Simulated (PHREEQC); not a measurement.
# Acid mine or pickling water: speciation

Synthetic water in mmol/kgw, 25 °C, pH 2.49, pe 10.3:

```json
[
 {"constituent": "Na", "mmol/kgw": "2.2"},
 {"constituent": "K", "mmol/kgw": "0.759"},
 {"constituent": "Ca", "mmol/kgw": "2.26"},
 {"constituent": "Mg", "mmol/kgw": "6.99"},
 {"constituent": "Cl", "mmol/kgw": "3.01"},
 {"constituent": "S(6)", "mmol/kgw": "12.7"},
 {"constituent": "Mn(2)", "mmol/kgw": "0.00398"},
 {"constituent": "Fe(3)", "mmol/kgw": "0.00614"},
 {"constituent": "Sr", "mmol/kgw": "0.162"},
 {"constituent": "Zn", "mmol/kgw": "0.0337"},
 {"constituent": "Br", "mmol/kgw": "0.247"}
]
```

Valence states are taken as typed.

Model: ion-association model, phreeqc.dat, run in PHREEQC.

Precipitation was switched off in this run.

What ionic strength, charge-balance error, specific conductance does the model give?

ionic strength 0.0347 mol/kgw; charge-balance error -3.7 %; specific conductance 3160 µS/cm.

In which forms is Na present?

Na+ 98 %, NaSO4- 2.0 % of the Na.

Examples of supersaturated solids here: Hematite (slow to form), Goethite (slow to form). Others may be too.
